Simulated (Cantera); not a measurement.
Charge: 1 mol Fe(CO)5, 1 mol CO, 5.6 mol N2, 0.7 mol H2, held at 975 °C and 900 Torr.

Equilibrium computed with Cantera from the NASA thermochemical tables; the gas is ideal and each condensed phase is pure. Condensed phases not in the tables: cementite and carbon dissolved in iron. Kinetics and transport are ignored.

| species | before | after |
|---|---|---|
| CO | 0.483 | 0.465 |
| N2 | 0.457 | 0.447 |
| H2 | 0.0565 | 0.0701 |
| CO2 | 0.00276 | 0.0142 |
| H2O | 0.000503 | 0.00335 |
| HCN | 2.00e-5 | 3.96e-6 |
| CH4 | 4.27e-5 | 1.18e-5 |
| C(graphite), mol | 0.0393 | 0 |
| Fe(γ), mol | 1.00 | 1.00 |
Gas species are given as mole fractions.

Q: Which change was made?
A) temperature from 975 °C to 1350 °C
B) temperature from 975 °C to 825 °C
C) 0.22 mol H2O added
D) N2 from 5.6 to 19 mol

A: C, 0.22 mol H2O added
